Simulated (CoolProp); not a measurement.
C2F6 (R116) along the isotherm 323 K: density (kg/m³) from the reference equation and from simpler models built on Tc = 293.0 K, pc = 3.048 MPa, ω = 0.257; each cubic takes its own stable root.

Model: reference Helmholtz-energy equation of state, Lemmon 2006, in CoolProp. It is a short technical equation, of lower accuracy than the large ones.

```csv
p (MPa),phase,reference
1.02,gas,57.22
2.03,gas,126.9
3.05,supercritical,219.7
4.06,supercritical,354.0
5.08,supercritical,557.4
6.1,supercritical,741.7
7.11,supercritical,847.1
8.13,supercritical,914.7
9.14,supercritical,963.2
10.2,supercritical,1003
11.2,supercritical,1034
12.2,supercritical,1060
13.2,supercritical,1083
14.2,supercritical,1104
15.2,supercritical,1123
```

### Question
How far does each simpler model (ideal gas, Redlich-Kwong, Soave-Redlich-Kwong, Peng-Robinson) lie from the reference over these 15 states: mean and median of the absolute difference, and the worst?

### Answer
- ideal gas: mean 40.3 %, median 41.1 %, worst -57.7 % at 323 K and 6.1 MPa
- Redlich-Kwong: mean 3.4 %, median 3.3 %, worst +5.9 % at 323 K and 4.06 MPa
- Soave-Redlich-Kwong: mean 6.0 %, median 6.3 %, worst -11.3 % at 323 K and 6.1 MPa
- Peng-Robinson: mean 2.8 %, median 2.7 %, worst +5.2 % at 323 K and 15.2 MPa
